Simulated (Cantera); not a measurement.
Cantera run:

```python
import numpy as np
import cantera as ct

gas_names = """
    H HNO HNO2 HNO3 HO2 H2 H2O H2O2 H2S H2SO4 N NH NH2 NH3 NH2OH NO NO2 NO3 N2 N2H2 N2H4 N2O O OH O2 O3
    S SH SN SO SO2 SO3 S2 S2O S8
""".split()
cond_names = """
    H2O(s) H2O(L) H2SO4(L) S(cr1) S(cr2) S(L)
""".split()


def load(file, names, dense=False):
    # The tables refer to 1 bar. Condensed volumes are neglected.
    table = {s.name: s for s in ct.Species.list_from_file(file)}
    out = []
    for n in names:
        d = dict(table[n].input_data)
        d["thermo"] = dict(d["thermo"], **{"reference-pressure": 1e5})
        if dense:
            d["equation-of-state"] = {"model": "constant-volume", "density": "1e6 g/cm^3"}
        out.append(ct.Species.from_dict(d))
    return out


gas = ct.Solution(thermo="ideal-gas", species=load("nasa_gas.yaml", gas_names))
cond = {s.name: ct.Solution(thermo="fixed-stoichiometry", species=[s], name=s.name)
        for s in load("nasa_condensed.yaml", cond_names, dense=True)}
atoms = {
    'N2O': {'N': 2, 'O': 1},
    'SO2': {'S': 1, 'O': 2},
    'H2O': {'H': 2, 'O': 1},
}
top_T = {}  # K; cautious upper limits of use, not melting points


def equilibrate(T, P, feed):
    n = {}
    for name, mol in feed.items():
        for a, k in atoms[name].items():
            n[a] = n.get(a, 0.0) + k * mol
    gas.TPX = T, P, n
    mass = sum(n.values()) * gas.mean_molecular_weight
    gas.equilibrate("TP")
    valid = [c for c in cond.values() if c.min_temp <= T <= top_T.get(c.name, c.max_temp)]
    mix = ct.Mixture([(gas, mass / gas.mean_molecular_weight)] + [(c, 0.0) for c in valid])
    mix.T, mix.P = T, P
    mix.equilibrate("TP", solver="vcs", rtol=1e-11, max_steps=5000)
    return mix


results = []
feed = {'N2O': 1, 'SO2': 0.12, 'H2O': 1}  # mol
T = 1600  # K
P = 57000  # Pa
mix = equilibrate(T, P, feed)
results.append((T, P, feed, dict(zip(mix.species_names, mix.species_moles))))
print(gas.report(threshold=0.0001))
for i in range(1, mix.n_phases):
    print(f"{mix.phase(i).name:16s} {mix.phase_moles(i):12.5e} mol")
```

Output:

```
       temperature   1600 K
          pressure   57000 Pa
           density   0.11402 kg/m^3
  mean mol. weight   26.611 kg/kmol
   phase of matter   gas

                          1 kg             1 kmol
                     ---------------   ---------------
          enthalpy       -2.1786e+06       -5.7973e+07  J
   internal energy       -2.6785e+06       -7.1277e+07  J
           entropy             10133        2.6966e+05  J/K
    Gibbs function       -1.8392e+07       -4.8942e+08  J
 heat capacity c_p            1558.9             41482  J/K
 heat capacity c_v            1246.4             33168  J/K

                      mass frac. Y      mole frac. X     chem. pot. / RT
                     ---------------   ---------------   ---------------
               H2O           0.25827            0.3815            -46.24
                NO         0.0014434           0.00128           -28.979
                N2           0.40116           0.38106            -27.74
                OH        0.00024792        0.00038792           -30.675
                O2           0.22839           0.18994           -30.219
               SO2           0.10943          0.045458           -60.787
               SO3         0.0010431        0.00034674           -75.896
     [  +28 minor]        1.3456e-05        2.0957e-05

S(L)              0.00000e+00 mol
```

Method: chemical equilibrium by Gibbs-energy minimisation in Cantera with the NASA 1993 tables (ideal gas, pure condensed phases).
